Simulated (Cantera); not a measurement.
Cantera run, input and output.

```python
import numpy as np
import cantera as ct

gas = ct.Solution("gri30.yaml")
gas.TPX = 1575, 19000, {'C2H6': 1, 'H2': 17}
inlet = ct.Reservoir(gas, clone=True)

reactor = ct.IdealGasConstPressureReactor(gas, energy="off", clone=False)
exhaust = ct.Reservoir(gas, clone=True)
tau = [0.64, 0.28, 0.13, 0.055, 0.024, 0.011, 0.0048, 0.0021, 0.00094][0]
for a, b in ((inlet, reactor), (reactor, exhaust)):
    ct.MassFlowController(a, b, mdot=lambda t: reactor.mass / tau)
net = ct.ReactorNet([reactor])
show = ['C2H6', 'H2', 'H', 'CH4', 'C2H4']

rows = []
print(f"{'tau/s':>10s}{'T/K':>9s}" + "".join(f"{s:>11s}" for s in show))
for tau in [0.64, 0.28, 0.13, 0.055, 0.024, 0.011, 0.0048, 0.0021, 0.00094]:
    net.initial_time = 0.0
    net.advance(30 * tau)
    before = gas.X
    net.advance(40 * tau)
    drift = np.max(np.abs(gas.X - before) / (gas.X + 1e-9))
    rows.append([gas.T, *gas[show].X, drift])
    print(f"{tau:10.3e}{gas.T:9.1f}" + "".join(f"{x:11.3e}" for x in gas[show].X))
```

Result:

```
     tau/s      T/K       C2H6         H2          H        CH4       C2H4
 6.400e-01   1575.0  2.965e-05  9.327e-01  1.411e-04  3.103e-02  1.098e-03
 2.800e-01   1575.0  5.586e-05  9.321e-01  1.744e-04  3.197e-02  1.289e-03
 1.300e-01   1575.0  9.947e-05  9.317e-01  2.169e-04  3.258e-02  1.602e-03
 5.500e-02   1575.0  1.894e-04  9.310e-01  2.773e-04  3.364e-02  2.203e-03
 2.400e-02   1575.0  3.536e-04  9.299e-01  3.479e-04  3.532e-02  3.191e-03
 1.100e-02   1575.0  6.408e-04  9.285e-01  4.243e-04  3.737e-02  4.685e-03
 4.800e-03   1575.0  1.215e-03  9.269e-01  5.152e-04  3.974e-02  7.074e-03
 2.100e-03   1575.0  2.310e-03  9.253e-01  6.135e-04  4.175e-02  1.027e-02
 9.400e-04   1575.0  4.321e-03  9.243e-01  7.110e-04  4.259e-02  1.363e-02
```

Cantera simulation using GRI-Mech 3.0 (53 species, 325 reactions); the numbers are that mechanism's predictions, not measurements. GRI-Mech 3.0 stops at C3 and has no aromatics, soot or wall deposition, so with more carbon than oxygen in the feed, carbon stays in small species such as C2H2 where larger ones or solid carbon would form.
